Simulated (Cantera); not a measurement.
Input (Python, Cantera):

```python
import numpy as np
import cantera as ct

gas = ct.Solution("gri30.yaml")
gas.TPX = 1050, 1333, {'N2O': 1, 'H2O': 0.14}
reactor = ct.IdealGasConstPressureReactor(gas, energy="off", clone=False)
net = ct.ReactorNet([reactor])
net.rtol, net.atol = 1e-08, 1e-18
show = ['N2O', 'H2O', 'O', 'OH', 'NO', 'H', 'HO2']
times = np.geomspace(2e-05, 100, 15)

steps = ct.SolutionArray(gas, extra=["t"])
rows = []
print(f"{'t/s':>10s}{'T/K':>9s}{'P/Pa':>11s}" + "".join(f"{s:>11s}" for s in show))
for t in times:
    while net.time < t:
        t_next = net.step()
        steps.append(gas.state, t=t_next)
    rows.append([np.interp(t, steps.t, y) for y in (steps.T, steps.P, *steps(*show).X.T)])
    print(f"{t:10.3e}{rows[-1][0]:9.1f}{rows[-1][1]:11.4g}" + "".join(f"{x:11.3e}" for x in rows[-1][2:]))
rate = np.gradient(steps.T, steps.t)
print("integrator steps:", len(steps.t))
if steps.T.max() > steps.T[0] + 200:
    print(f"time of steepest temperature rise: {steps.t[rate.argmax()]:.4e} s")
gas.TPX = 1050, 1333, {'N2O': 1, 'H2O': 0.14}
gas.equilibrate("TP")
print(f"equilibrium (TP): T = {gas.T:.1f} K  " + "  ".join(f"{s} {gas[s].X[0]:.3e}" for s in show))
```

Result:

```
       t/s      T/K       P/Pa        N2O        H2O          O         OH         NO          H        HO2
 2.000e-05   1050.0       1333  8.772e-01  1.228e-01  4.417e-09  8.114e-12  5.263e-12  3.674e-19  6.072e-16
 6.019e-05   1050.0       1333  8.772e-01  1.228e-01  1.298e-08  7.218e-11  4.683e-11  2.486e-17  1.626e-14
 1.811e-04   1050.0       1333  8.772e-01  1.228e-01  3.637e-08  6.219e-10  4.036e-10  1.582e-15  4.251e-13
 5.452e-04   1050.0       1333  8.772e-01  1.228e-01  8.930e-08  4.909e-09  3.190e-09  6.780e-14  1.045e-11
 1.641e-03   1050.0       1333  8.772e-01  1.228e-01  1.598e-07  3.104e-08  2.027e-08  1.213e-12  2.150e-10
 4.938e-03   1050.0       1333  8.772e-01  1.228e-01  1.851e-07  1.355e-07  9.000e-08  7.155e-12  3.227e-09
 1.486e-02   1050.0       1333  8.772e-01  1.228e-01  1.855e-07  4.380e-07  3.072e-07  2.453e-11  3.478e-08
 4.472e-02   1050.0       1333  8.772e-01  1.228e-01  1.854e-07  1.155e-06  9.595e-07  7.075e-11  2.890e-07
 1.346e-01   1050.0       1333  8.771e-01  1.228e-01  1.853e-07  2.039e-06  2.859e-06  1.504e-10  1.413e-06
 4.051e-01   1050.0       1333  8.769e-01  1.228e-01  1.849e-07  2.273e-06  7.593e-06  1.848e-10  2.194e-06
 1.219e+00   1050.0       1333  8.764e-01  1.228e-01  1.846e-07  2.660e-06  1.797e-05  1.941e-10  1.856e-06
 3.669e+00   1050.0       1333  8.748e-01  1.227e-01  1.821e-07  3.033e-06  4.113e-05  1.901e-10  1.539e-06
 1.104e+01   1050.0       1333  8.700e-01  1.225e-01  1.748e-07  3.491e-06  1.126e-04  1.635e-10  1.197e-06
 3.323e+01   1050.0       1333  8.559e-01  1.219e-01  1.622e-07  4.261e-06  3.878e-04  1.308e-10  7.621e-07
 1.000e+02   1050.0       1333  8.156e-01  1.202e-01  1.486e-07  5.173e-06  1.353e-03  1.092e-10  3.899e-07
integrator steps: 898
equilibrium (TP): T = 1050.0 K  N2O 4.479e-10  H2O 8.537e-02  O 3.219e-09  OH 8.732e-07  NO 5.628e-05  H 1.561e-12  HO2 8.281e-10
```

Model: GRI-Mech 3.0 (53 species, 325 reactions), integrated in Cantera. GRI-Mech 3.0 was tuned for natural gas; its chemistry of N2O as a main component is partial and can be far from experiment. Radical loss at walls, strong at low pressure, is not modelled. The mechanism lacks the step 2 NO + O2 → 2 NO2, which can matter for NO2 below about 1400 K. The temperature is held fixed by assumption; the heat of reaction is taken as removed at once.
